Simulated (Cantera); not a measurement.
Cantera run:

```python
import numpy as np
import cantera as ct

gas_names = """
    C CN C2 CCN CNC C2N2 C3 C4 C4N2 C5 N N2 Si SiC SiC2 SiN Si2 Si2C Si2N Si3
""".split()
cond_names = """
    C(gr) Si(cr) Si(L) SiC(b) Si3N4(a)
""".split()


# ... load() reads the species with a 1 bar reference pressure and builds the phases ...
atoms = {
    'SiC': {'Si': 1, 'C': 1},
    'Si': {'Si': 1},
    'N2': {'N': 2},
}
top_T = {'C(gr)': 4500, 'SiC(b)': 3050, 'Si3N4(a)': 2400}  # K; cautious upper limits of use, not melting points


# ... equilibrate(T, P, feed) seeds the gas with the atoms and calls Mixture.equilibrate('TP', solver="vcs", rtol=1e-11, max_steps=5000) ...
results = []
feed = {'SiC': 1, 'Si': 0.15, 'N2': 1.5}  # mol
T = 2075  # K
P = 8300  # Pa
mix = equilibrate(T, P, feed)
results.append((T, P, feed, dict(zip(mix.species_names, mix.species_moles))))
print(gas.report(threshold=0.001))
for i in range(1, mix.n_phases):
    print(f"{mix.phase(i).name:16s} {mix.phase_moles(i):12.5e} mol")
```

Output:

```
       temperature   2075 K
          pressure   8300 Pa
           density   0.013481 kg/m^3
  mean mol. weight   28.022 kg/kmol
   phase of matter   gas

                          1 kg             1 kmol
                     ---------------   ---------------
          enthalpy         2.121e+06        5.9434e+07  J
   internal energy        1.5053e+06        4.2181e+07  J
           entropy            9782.8        2.7413e+05  J/K
    Gibbs function       -1.8178e+07       -5.0939e+08  J
 heat capacity c_p            1289.3             36129  J/K
 heat capacity c_v             992.6             27814  J/K

                      mass frac. Y      mole frac. X     chem. pot. / RT
                     ---------------   ---------------   ---------------
                N2           0.99826           0.99854           -29.556
                Si         0.0012302         0.0012275           -6.0948
     [  +18 minor]        0.00050603        0.00023707

C(gr)             0.00000e+00 mol
Si(L)             1.47628e-01 mol
SiC(b)            9.99930e-01 mol
Si3N4(a)          0.00000e+00 mol
```

These are equilibrium values from Cantera (NASA tables, ideal gas, pure condensed phases), not measurements of a reactor. Mutual solubility and eutectic melting of coexisting phases are not modelled. The tables' values for SiN are old estimates; treat these amounts as uncertain.
